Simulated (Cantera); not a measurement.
An adiabatic, constant-pressure homogeneous reactor starts with CH4 : CO : O2 : N2 = 1 : 1.1 : 1.5 : 5.64 (molar parts), at 1198 K and 5.00 bar. Integrator tolerance rtol = 1e-08.

Computed with Cantera and GRI-Mech 3.0 (53 species, 325 reactions).

### Question
What does this change do: 0.034 parts H2 added?

### Answer
```json
[
 {"quantity": "time of steepest temperature rise", "before": "27.8 ms", "after": "17.8 ms"},
 {"quantity": "temperature at 3.00 s", "before": "2572 K", "after": "2568 K"},
 {"quantity": "equilibrium temperature", "before": "2572 K", "after": "2568 K"},
 {"quantity": "x(CH4) at 3.00 s", "before": "1.34e-11 (gas-phase equilibrium 1.51e-11)", "after": "1.51e-11 (gas-phase equilibrium 1.69e-11)"},
 {"quantity": "x(CO) at 3.00 s", "before": "0.156 (gas-phase equilibrium 0.156)", "after": "0.156 (gas-phase equilibrium 0.156)"},
 {"quantity": "x(O2) at 3.00 s", "before": "8.30e-5 (gas-phase equilibrium 8.30e-5)", "after": "7.56e-5 (gas-phase equilibrium 7.56e-5)"},
 {"quantity": "x(H2) at 3.00 s", "before": "0.0589 (gas-phase equilibrium 0.0589)", "after": "0.0610 (gas-phase equilibrium 0.0610)"},
 {"quantity": "x(C2H2) at 3.00 s", "before": "<1e-12 (gas-phase equilibrium <1e-12)", "after": "<1e-12 (gas-phase equilibrium <1e-12)"},
 {"quantity": "x(NO2) at 3.00 s", "before": "1.63e-8 (gas-phase equilibrium 1.63e-8)", "after": "1.48e-8 (gas-phase equilibrium 1.48e-8)"},
 {"quantity": "x(NO) at 3.00 s", "before": "0.000444 (gas-phase equilibrium 0.000444)", "after": "0.000420 (gas-phase equilibrium 0.000420)"}
]
```

### Question
What does this change do: pressure from 5.00 bar to 0.360 bar?

### Answer
| quantity | before | after |
|---|---|---|
| time of steepest temperature rise | 27.8 ms | 0.215 s |
| temperature at 3.00 s | 2572 K | 2499 K |
| equilibrium temperature | 2572 K | 2499 K |
| x(CH4) at 3.00 s | 1.34e-11 (gas-phase equilibrium 1.51e-11) | <1e-12 (gas-phase equilibrium <1e-12) |
| x(CO) at 3.00 s | 0.156 (gas-phase equilibrium 0.156) | 0.155 (gas-phase equilibrium 0.155) |
| x(O2) at 3.00 s | 8.30e-5 (gas-phase equilibrium 8.30e-5) | 0.000538 (gas-phase equilibrium 0.000538) |
| x(H2) at 3.00 s | 0.0589 (gas-phase equilibrium 0.0589) | 0.0586 (gas-phase equilibrium 0.0586) |
| x(C2H2) at 3.00 s | <1e-12 (gas-phase equilibrium <1e-12) | <1e-12 (gas-phase equilibrium <1e-12) |
| x(NO2) at 3.00 s | 1.63e-8 (gas-phase equilibrium 1.63e-8) | 2.68e-8 (gas-phase equilibrium 2.68e-8) |
| x(NO) at 3.00 s | 0.000444 (gas-phase equilibrium 0.000444) | 0.000994 (gas-phase equilibrium 0.000994) |

### Question
What does this change do: N2 5.64 to 13 parts?

### Answer
| quantity | before | after |
|---|---|---|
| time of steepest temperature rise | 27.8 ms | 60.4 ms |
| temperature at 3.00 s | 2572 K | 2054 K |
| equilibrium temperature | 2572 K | 2054 K |
| x(CH4) at 3.00 s | 1.34e-11 (gas-phase equilibrium 1.51e-11) | 4.45e-11 (gas-phase equilibrium 4.92e-11) |
| x(CO) at 3.00 s | 0.156 (gas-phase equilibrium 0.156) | 0.0852 (gas-phase equilibrium 0.0852) |
| x(O2) at 3.00 s | 8.30e-5 (gas-phase equilibrium 8.30e-5) | 1.66e-7 (gas-phase equilibrium 1.66e-7) |
| x(H2) at 3.00 s | 0.0589 (gas-phase equilibrium 0.0589) | 0.0376 (gas-phase equilibrium 0.0376) |
| x(C2H2) at 3.00 s | <1e-12 (gas-phase equilibrium <1e-12) | <1e-12 (gas-phase equilibrium <1e-12) |
| x(NO2) at 3.00 s | 1.63e-8 (gas-phase equilibrium 1.63e-8) | 2.43e-11 (gas-phase equilibrium 2.43e-11) |
| x(NO) at 3.00 s | 0.000444 (gas-phase equilibrium 0.000444) | 7.75e-6 (gas-phase equilibrium 7.75e-6) |
